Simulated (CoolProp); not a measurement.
Aqueous methanol as a coolant, 5 % by mass, freezing at -3.0 °C, 1 atm.

Values from CoolProp's Melinder's fits for secondary coolants.

```csv
T (°C),viscosity (mPa s),density (kg/m³),Prandtl number,cp (kJ/(kg K))
2.2,1.99,991.3,15.8,4.269
9.1,1.58,991.0,12.2,4.242
16,1.28,990.2,9.64,4.218
22.9,1.07,988.8,7.84,4.200
29.8,0.905,986.9,6.51,4.187
36.7,0.779,984.6,5.50,4.180
```
